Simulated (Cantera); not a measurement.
A perfectly stirred reactor is fed with CH4 : H2 = 1 : 21 (molar parts), at 0.0286 atm; it is held at 1450 K, and followed from long to short residence time.

Detailed kinetics in Cantera: GRI-Mech 3.0 (53 species, 325 reactions). GRI-Mech 3.0 stops at C3 and has no aromatics, soot or wall deposition, so with more carbon than oxygen in the feed, carbon stays in small species such as C2H2 where larger ones or solid carbon would form. Radical loss at walls, strong at low pressure, is not modelled.

Problem. What does this change do: temperature 1450 to 1975 K?

Solution. 
```json
[
 {"quantity": "x(CH4) at τ = 17.0 s", "before": "0.0389", "after": "0.000567"},
 {"quantity": "x(H2) at τ = 17.0 s", "before": "0.958", "after": "0.970"},
 {"quantity": "x(C2H6) at τ = 17.0 s", "before": "1.39e-6", "after": "3.47e-9"},
 {"quantity": "x(C2H2) at τ = 17.0 s", "before": "0.00305", "after": "0.0213"},
 {"quantity": "x(C2H4) at τ = 17.0 s", "before": "6.72e-5", "after": "4.83e-6"},
 {"quantity": "x(CH4) at τ = 0.270 s", "before": "0.0453", "after": "0.00581"},
 {"quantity": "x(H2) at τ = 0.270 s", "before": "0.955", "after": "0.969"},
 {"quantity": "x(C2H6) at τ = 0.270 s", "before": "1.22e-6", "after": "2.73e-7"},
 {"quantity": "x(C2H2) at τ = 0.270 s", "before": "2.14e-5", "after": "0.0185"},
 {"quantity": "x(C2H4) at τ = 0.270 s", "before": "1.52e-5", "after": "1.55e-5"}
]
```
